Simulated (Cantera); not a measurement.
Charge: 1 mol CaO, 1.4 mol Cl₂, 1.1 mol N₂, at 1150 K and 0.100 bar.

Method: chemical equilibrium by Gibbs-energy minimisation in Cantera with the NASA 1993 tables (ideal gas, pure condensed phases). Candidate condensed phases: Ca, CaCl₂, CaO; 17 gas species. Condensed phases not in the tables: oxide chlorides. Rates play no part.

Base state: N₂ 0.549, O₂ 0.249, Cl₂ 0.198, Cl 0.00386, NO 0.000119, ClO 2.65e-5, CaCl₂ 2.09e-5 (mole fractions); condensed: CaCl₂(l).

Problem. What changes in the equilibrium state with this change: temperature from 1150 K to 1500 K?

Solution. 
| species | before | after |
|---|---|---|
| N₂ | 0.549 | 0.521 |
| O₂ | 0.249 | 0.236 |
| Cl₂ | 0.198 | 0.153 |
| Cl | 0.00386 | 0.0723 |
| CaCl₂ | 2.09e-5 | 0.0158 |
| ClO | 2.65e-5 | 0.000273 |
| NO | 0.000119 | 0.00106 |
| CaCl₂(l), mol | 1.000 | 0.967 |
